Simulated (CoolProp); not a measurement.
Carbonyl sulfide at several states: fugacity coefficient from the reference equation and from simpler models built on Tc = 105.6 °C, pc = 6369 kPa, ω = 0.098; each cubic takes its own stable root.

The numbers come from the reference Helmholtz-energy equation of state, Lemmon 2006 in CoolProp. It is a short technical equation, of lower accuracy than the large ones.

| T (°C) | p (kPa) | phase | reference |
|---|---|---|---|
| 273.85 | 5660 | gas | 0.9147 |
| 172.45 | 278 | gas | 0.9912 |
| 272.05 | 3460 | gas | 0.9462 |
| -106.65 | 437 | liquid | 0.006085 |

**Question.** How far does each simpler model (van der Waals, Redlich-Kwong, Soave-Redlich-Kwong, Peng-Robinson) lie from the reference over these 4 states: mean and median of the absolute difference, and the worst?

**Answer.** 
- van der Waals: mean 633.4 %, median 1.2 %, worst +2531.1 % at -106.65 °C and 437 kPa
- Redlich-Kwong: mean 6.4 %, median 0.7 %, worst -24.1 % at -106.65 °C and 437 kPa
- Soave-Redlich-Kwong: mean 0.6 %, median 0.4 %, worst -1.7 % at -106.65 °C and 437 kPa
- Peng-Robinson: mean 3.4 %, median 1.3 %, worst +10.9 % at -106.65 °C and 437 kPa
